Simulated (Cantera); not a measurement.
A perfectly stirred reactor is fed with 17.9 % H2, 37.3 % O2, 44.8 % N2, at 450 Pa; it is held at 1025 K, and followed from long to short residence time.

Computed with Cantera and the H2/O2 subset of GRI-Mech 3.0, which has no nitrogen chemistry. Radical loss at walls, strong at low pressure, is not modelled. The temperature is held fixed by assumption; the heat of reaction is taken as removed at once.

x: mole fraction; the columns are a selection and need not sum to one.

```
τ (s)      x H2   x O2    x HO2      x O        x OH
------  -------  -----  -------  -------  ----------
1.3     0.00270  0.309  2.06e-6  0.00510  (withheld)
0.70    0.00390  0.307  2.12e-6  0.00739  (withheld)
0.36    0.00566  0.306  2.13e-6   0.0107  (withheld)
0.19    0.00790  0.304  2.10e-6   0.0147  (withheld)
0.099    0.0108  0.302  2.03e-6   0.0191  (withheld)
0.051    0.0145  0.301  1.94e-6   0.0226  (withheld)
0.027    0.0197  0.302  1.86e-6   0.0242     0.00386
0.014    0.0281  0.305  1.79e-6   0.0236     0.00419
0.0073   0.0420  0.312  1.71e-6   0.0211     0.00442
0.0038   0.0650  0.322  1.60e-6   0.0171     0.00436
```

### Question
Complete the blanks.

### Answer

- 1.3, x OH: 0.00157
- 0.70, x OH: 0.00191
- 0.36, x OH: 0.00232
- 0.19, x OH: 0.00273
- 0.099, x OH: 0.00314
- 0.051, x OH: 0.00352
